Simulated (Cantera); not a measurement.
A closed system holds: 1 mol PbCl2, 1.1 mol HCl, 20 mol H2, at 0.00150 bar.

Method: chemical equilibrium by Gibbs-energy minimisation in Cantera with the NASA 1993 tables (ideal gas, pure condensed phases). Candidate condensed phases: Pb, PbCl2; 10 gas species. The tables' values for PbCl4 are old estimates; treat these amounts as uncertain. The numbers say what is thermodynamically allowed, not how fast it happens.

x: gas mole fraction; n: condensed amount in mol.

| T (K) | x H2 | x HCl | x Pb | x PbCl | x PbCl2 | x PbCl4 | x H | n Pb(l) |
|---|---|---|---|---|---|---|---|---|
| 723 | 0.886 | 0.101 | 2.06e-6 | 0.000224 | 0.00499 | 0.00754 | 2.05e-12 | 0.720 |
| 823 | 0.869 | 0.120 | 8.95e-5 | 0.00201 | 0.00801 | 0.000417 | 1.77e-10 | 0.767 |
| 923 | 0.867 | 0.115 | 0.00169 | 0.00913 | 0.00780 | 2.02e-5 | 5.88e-9 | 0.585 |
| 1023 | 0.854 | 0.102 | 0.0148 | 0.0237 | 0.00550 | 1.13e-6 | 9.88e-8 | 0 |
| 1123 | 0.842 | 0.114 | … | … | … | 7.00e-8 | … | 0 |
| 1223 | 0.834 | 0.122 | … | … | … | 5.26e-9 | … | 0 |
| 1323 | 0.829 | 0.127 | 0.0361 | 0.00720 | 0.000177 | 5.00e-10 | 3.73e-5 | 0 |

Task: Some entries are withheld; supply them.

Result: 
- 1223, x Pb: 0.0315
- 1223, x PbCl: 0.0115
- 1223, x PbCl2: 0.000543
- 1223, x H: 7.09e-6
- 1123, x Pb: 0.0243
- 1123, x PbCl: 0.0177
- 1123, x PbCl2: 0.00175
- 1123, x H: 1.01e-6
